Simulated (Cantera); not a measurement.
Charge: 1 mol Si, 0.22 mol O₂, 1 mol N₂, equilibrated at 2000 K and 1330 Pa.

These are equilibrium values from Cantera (NASA tables, ideal gas, pure condensed phases), not measurements of a reactor. Candidate condensed phases: Si, SiO₂, Si₂N₂O, Si₃N₄; 16 gas species. The tables' values for SiN are old estimates; treat these amounts as uncertain. Equilibrium is a limit: real reactors are often held back by kinetics, nucleation or transport.

Base state: N₂ 0.692, SiO 0.305, Si 0.00327, Si₂N 0.000107, SiN 8.17e-5, Si₂ 3.39e-5 (mole fractions); condensed: Si(l).

### Question
What changes in the equilibrium state with this change: 0.018 mol H₂ added?

### Answer
```tsv
species	before	after
N₂	0.692	0.683
SiO	0.305	0.301
H₂	0	0.0115
H	0	0.00151
SiH	0	2.75e-5
SiN	8.17e-5	8.11e-5
Si₂N	0.000107	0.000107
Si(l), mol	0.555	0.555
```
Further candidate phases: H₂O.

### Question
What changes in the equilibrium state with this change: O₂ from 0.22 to 0.13 mol?

### Answer
```json
[
 {"species": "N₂", "before": "0.692", "after": "0.791"},
 {"species": "SiO", "before": "0.305", "after": "0.206"},
 {"species": "Si", "before": "0.00327", "after": "0.00327"},
 {"species": "Si₂N", "before": "0.000107", "after": "0.000115"},
 {"species": "SiN", "before": "8.17e-5", "after": "8.73e-5"},
 {"species": "Si₂", "before": "3.39e-5", "after": "3.39e-5"},
 {"species": "Si(l), mol", "before": "0.555", "after": "0.735"}
]
```

### Question
What changes in the equilibrium state with this change: 0.0016 mol CO₂ added?

### Answer
| species | before | after |
|---|---|---|
| N₂ | 0.692 | 0.690 |
| SiO | 0.305 | 0.305 |
| Si | 0.00327 | 0.00327 |
| CO | 0 | 0.00110 |
| Si₂N | 0.000107 | 0.000107 |
| SiN | 8.17e-5 | 8.16e-5 |
| Si₂ | 3.39e-5 | 3.39e-5 |
| Si(l), mol | 0.555 | 0.553 |
Further candidate phases: C, SiC.
